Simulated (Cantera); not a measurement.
What does this Cantera script print?

```python
import numpy as np
import cantera as ct

gas = ct.Solution("gri30.yaml")
gas.TPX = 1025, 35, {'C2H6': 1, 'H2': 12, 'H2O': 0.023}
reactor = ct.IdealGasConstPressureReactor(gas, energy="off", clone=False)
net = ct.ReactorNet([reactor])
net.rtol, net.atol = 1e-08, 1e-18
show = ['C2H6', 'H2', 'CH4', 'CH3', 'C2H']
times = np.geomspace(9e-06, 10, 15)

steps = ct.SolutionArray(gas, extra=["t"])
rows = []
print(f"{'t/s':>10s}{'T/K':>9s}{'P/Pa':>11s}" + "".join(f"{s:>11s}" for s in show))
for t in times:
    while net.time < t:
        t_next = net.step()
        steps.append(gas.state, t=t_next)
    rows.append([np.interp(t, steps.t, y) for y in (steps.T, steps.P, *steps(*show).X.T)])
    print(f"{t:10.3e}{rows[-1][0]:9.1f}{rows[-1][1]:11.4g}" + "".join(f"{x:11.3e}" for x in rows[-1][2:]))
rate = np.gradient(steps.T, steps.t)
print("integrator steps:", len(steps.t))
if steps.T.max() > steps.T[0] + 200:
    print(f"time of steepest temperature rise: {steps.t[rate.argmax()]:.4e} s")
gas.TPX = 1025, 35, {'C2H6': 1, 'H2': 12, 'H2O': 0.023}
gas.equilibrate("TP")
print(f"equilibrium (TP): T = {gas.T:.1f} K  " + "  ".join(f"{s} {gas[s].X[0]:.3e}" for s in show))
```

Result:

```
       t/s      T/K       P/Pa       C2H6         H2        CH4        CH3        C2H
 9.000e-06   1025.0         35  7.679e-02  9.214e-01  2.442e-14  9.903e-11  3.479e-50
 2.433e-05   1025.0         35  7.679e-02  9.214e-01  1.830e-13  2.676e-10  2.510e-47
 6.575e-05   1025.0         35  7.679e-02  9.214e-01  1.295e-12  7.224e-10  6.684e-45
 1.777e-04   1025.0         35  7.679e-02  9.214e-01  9.454e-12  1.947e-09  4.329e-42
 4.804e-04   1025.0         35  7.679e-02  9.214e-01  6.859e-11  5.219e-09  2.933e-39
 1.298e-03   1025.0         35  7.679e-02  9.214e-01  4.932e-10  1.380e-08  2.038e-36
 3.510e-03   1025.0         35  7.679e-02  9.214e-01  3.464e-09  3.517e-08  1.195e-33
 9.487e-03   1025.0         35  7.679e-02  9.214e-01  2.285e-08  8.157e-08  4.664e-31
 2.564e-02   1025.0         35  7.679e-02  9.214e-01  1.301e-07  1.522e-07  1.258e-28
 6.931e-02   1025.0         35  7.679e-02  9.214e-01  5.658e-07  1.984e-07  2.626e-26
 1.873e-01   1025.0         35  7.678e-02  9.214e-01  1.884e-06  2.106e-07  4.427e-24
 5.064e-01   1025.0         35  7.675e-02  9.214e-01  6.001e-06  2.742e-07  6.692e-22
 1.369e+00   1025.0         35  7.652e-02  9.214e-01  2.812e-05  7.369e-07  9.438e-20
 3.700e+00   1025.0         35  7.499e-02  9.214e-01  2.794e-04  3.520e-06  1.179e-17
 1.000e+01   1025.0         35  6.631e-02  9.206e-01  2.907e-03  1.115e-05  8.135e-16
integrator steps: 341
equilibrium (TP): T = 1025.0 K  C2H6 1.484e-06  H2 8.885e-01  CH4 7.766e-02  CH3 3.390e-07  C2H 1.768e-13
```

Detailed kinetics in Cantera: GRI-Mech 3.0 (53 species, 325 reactions). GRI-Mech 3.0 stops at C3 and has no aromatics, soot or wall deposition, so with more carbon than oxygen in the feed, carbon stays in small species such as C2H2 where larger ones or solid carbon would form. Radical loss at walls, strong at low pressure, is not modelled.
